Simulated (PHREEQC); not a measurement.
Consider water at 20 °C with 170 mmol/kgw NaHSO4, 10 mmol/kgw Na2HPO4 and 92 mmol/kgw NaCl. Closed to the air; pH follows from the charge balance.

Computed with PHREEQC (ion-association model, phreeqc.dat).

Task: The ionic strength comes out as 0.391 mol/kgw. What activity coefficients do H2PO4-, SO4-2, Cl-, NaSO4-, H+ get?

Result: H2PO4- 0.71, SO4-2 0.23, Cl- 0.67, NaSO4- 0.71, H+ 0.77.

This is a speciation only: nothing precipitates in the calculation. Species that the database lacks are ignored.
